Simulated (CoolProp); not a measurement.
The numbers come from the reference Helmholtz-energy equation of state, Leachman 2009 in CoolProp.

### Question
For normal hydrogen, give the phase and the cv (kJ/(kg K)), speed of sound (m/s), viscosity (µPa s) at -220.45 °C and 61.7 bar; 658.25 °C and 0.792 bar.

### Answer
- -220.45 °C and 61.7 bar: supercritical; cv 6.70, speed of sound 761, viscosity 4.75
- 658.25 °C and 0.792 bar: gas; cv 10.8, speed of sound 2310, viscosity 19.7

Viscosity comes from a separate model (Muzny 2013).
